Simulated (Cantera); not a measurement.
## Thermodynamics of carbothermic reduction, feed Ta2O5 + CH4 + H2

Input: 1 mol Ta2O5, 1 mol CH4, 3.5 mol H2, at 1.00 bar.

Method: chemical equilibrium by Gibbs-energy minimisation in Cantera with the NASA 1993 tables (ideal gas, pure condensed phases). Candidate condensed phases: C, C6H6, C7H8, C8H18, H2O, Ta, TaC, Ta2O5; 113 gas species. Mutual solubility and eutectic melting of coexisting phases are not modelled. TaC: taken at fixed stoichiometry. Condensed phases not in the tables: Ta2C. The numbers say what is thermodynamically allowed, not how fast it happens.

```json
[
 {"T (°C)": "775", "log p H2": "-0.02", "log p CO": "-2.80", "log p CH4": "-1.28", "log p H": "-8.12", "log p H2O": "-3.55", "n C(graphite)": "0.714", "n TaC(s)": "0.00390", "n Ta2O5(s)": "0.998", "n Ta2O5(l)": "0"},
 {"T (°C)": "875", "log p H2": "-0.02", "log p CO": "-1.78", "log p CH4": "-1.66", "log p H": "-7.15", "log p H2O": "-3.12", "n C(graphite)": "0.751", "n TaC(s)": "0.0379", "n Ta2O5(s)": "0.981", "n Ta2O5(l)": "0"},
 {"T (°C)": "975", "log p H2": "-0.06", "log p CO": "-0.96", "log p CH4": "-2.08", "log p H": "-6.36", "log p H2O": "-2.81", "n C(graphite)": "0", "n TaC(s)": "0.274", "n Ta2O5(s)": "0.863", "n Ta2O5(l)": "0"},
 {"T (°C)": "1075", "log p H2": "-0.05", "log p CO": "-0.94", "log p CH4": "-2.87", "log p H": "-5.66", "log p H2O": "-2.71", "n C(graphite)": "0", "n TaC(s)": "0.287", "n Ta2O5(s)": "0.856", "n Ta2O5(l)": "0"},
 {"T (°C)": "1175", "log p H2": "-0.05", "log p CO": "-0.94", "log p CH4": "-3.55", "log p H": "-5.06", "log p H2O": "-2.63", "n C(graphite)": "0", "n TaC(s)": "0.290", "n Ta2O5(s)": "0.855", "n Ta2O5(l)": "0"},
 {"T (°C)": "1275", "log p H2": "-0.05", "log p CO": "-0.94", "log p CH4": "-4.14", "log p H": "-4.54", "log p H2O": "-2.56", "n C(graphite)": "0", "n TaC(s)": "0.291", "n Ta2O5(s)": "0.855", "n Ta2O5(l)": "0"},
 {"T (°C)": "1375", "log p H2": "-0.05", "log p CO": "-0.94", "log p CH4": "-4.66", "log p H": "-4.08", "log p H2O": "-2.51", "n C(graphite)": "0", "n TaC(s)": "0.291", "n Ta2O5(s)": "0.854", "n Ta2O5(l)": "0"},
 {"T (°C)": "1475", "log p H2": "-0.05", "log p CO": "-0.94", "log p CH4": "-5.12", "log p H": "-3.67", "log p H2O": "-2.46", "n C(graphite)": "0", "n TaC(s)": "0.292", "n Ta2O5(s)": "0.854", "n Ta2O5(l)": "0"},
 {"T (°C)": "1575", "log p H2": "-0.05", "log p CO": "-0.94", "log p CH4": "-5.52", "log p H": "-3.30", "log p H2O": "-2.41", "n C(graphite)": "0", "n TaC(s)": "0.293", "n Ta2O5(s)": "0.854", "n Ta2O5(l)": "0"},
 {"T (°C)": "1675", "log p H2": "-0.06", "log p CO": "-0.94", "log p CH4": "-5.88", "log p H": "-2.97", "log p H2O": "-2.38", "n C(graphite)": "0", "n TaC(s)": "0.293", "n Ta2O5(s)": "0.853", "n Ta2O5(l)": "0"},
 {"T (°C)": "1775", "log p H2": "-0.06", "log p CO": "-0.94", "log p CH4": "-6.21", "log p H": "-2.68", "log p H2O": "-2.34", "n C(graphite)": "0", "n TaC(s)": "0.294", "n Ta2O5(s)": "0.853", "n Ta2O5(l)": "0"},
 {"T (°C)": "1875", "log p H2": "-0.06", "log p CO": "-0.95", "log p CH4": "-6.48", "log p H": "-2.41", "log p H2O": "-2.33", "n C(graphite)": "0", "n TaC(s)": "0.294", "n Ta2O5(s)": "0", "n Ta2O5(l)": "0.853"},
 {"T (°C)": "1975", "log p H2": "-0.06", "log p CO": "-0.95", "log p CH4": "-6.73", "log p H": "-2.16", "log p H2O": "-2.33", "n C(graphite)": "0", "n TaC(s)": "0.294", "n Ta2O5(s)": "0", "n Ta2O5(l)": "0.853"}
]
```
log p: log10 of the partial pressure in bar; n: condensed amount in mol.

From 775 °C to 875 °C the condensed part is C(graphite) + TaC(s) + Ta2O5(s). From 975 °C to 1775 °C the condensed part is TaC(s) + Ta2O5(s). From 1875 °C to 1975 °C the condensed part is TaC(s) + Ta2O5(l).
